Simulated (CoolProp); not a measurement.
Model: reference Helmholtz-energy equation of state, Lemmon 2022, in CoolProp.

Q: For R1234yf, give the phase and the Joule-Thomson coefficient (K/MPa) at 148.6 K and 0.101 MPa; 289.6 K and 0.101 MPa.

A: 
- 148.6 K and 0.101 MPa: liquid; Joule-Thomson coefficient -0.455
- 289.6 K and 0.101 MPa: gas; Joule-Thomson coefficient 20.2
